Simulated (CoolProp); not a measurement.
Values from CoolProp's reference Helmholtz-energy equation of state, Span 1996.

For carbon dioxide, give the phase and the cp (kJ/(kg K)), viscosity (µPa s) at 284.3 K and 97.2 bar; 356.7 K and 97.2 bar; 377.4 K and 97.2 bar.


- 284.3 K and 97.2 bar: liquid; cp 2.38, viscosity 95.7
- 356.7 K and 97.2 bar: supercritical; cp 1.72, viscosity 21.6
- 377.4 K and 97.2 bar: supercritical; cp 1.45, viscosity 21.8

Viscosity comes from a separate model (Laesecke 2017).
